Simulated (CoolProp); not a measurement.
Nitrogen at 298.2 K and 0.92 MPa flows at 2.1 m/s in a round tube of 50 mm bore and 0.25 µm roughness, fully developed (64/Re and Nu = 3.66 if laminar; Colebrook and Gnielinski if turbulent). Each further row changes one setting.

Values from CoolProp's reference Helmholtz-energy equation of state, Span 2000.

```json
[
 {"case": "as stated", "Reynolds number": "61000", "Darcy friction factor": "[?]", "pressure drop (Pa/m)": "9.19", "heat-transfer coefficient (W/(m² K))": "[?]", "mass flow (kg/h)": "155"},
 {"case": "velocity 4.2 m/s", "Reynolds number": "122000", "Darcy friction factor": "0.0173", "pressure drop (Pa/m)": "31.8", "heat-transfer coefficient (W/(m² K))": "[?]", "mass flow (kg/h)": "309"},
 {"case": "diameter 100 mm", "Reynolds number": "122000", "Darcy friction factor": "0.0173", "pressure drop (Pa/m)": "3.97", "heat-transfer coefficient (W/(m² K))": "55.8", "mass flow (kg/h)": "618"}
]
```

Task: Fill in the missing entries.

Result: 
- as stated, Darcy friction factor: 0.0200
- as stated, heat-transfer coefficient (W/(m² K)): 64.7
- velocity 4.2 m/s, heat-transfer coefficient (W/(m² K)): 112

Viscosity comes from a separate model (Lemmon 2004). Thermal conductivity comes from a separate model (Lemmon 2004).
